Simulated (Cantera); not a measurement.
Mixture: 16.8 % H₂, 17.4 % O₂, 65.8 % N₂, equivalence ratio 0.48, at 64000 Pa, adiabatic and at constant pressure. Ignition delay is the time to a rise of 400 K.

Computed with Cantera and GRI-Mech 3.0 (53 species, 325 reactions). Below about 950 K walls govern HO2 and H2O2 in real vessels. Where the delays flatten at high temperature, the 400 K rule measures the pace of heat release, not the induction time.

Task: Predict: delay at 850 K; delay at 950 K; delay at 1050 K; delay at 1150 K; delay at 1250 K.

Result: delay at 850 K: 2.57 s
delay at 950 K: 0.785 ms
delay at 1050 K: 0.203 ms
delay at 1150 K: 0.107 ms
delay at 1250 K: 71.6 µs
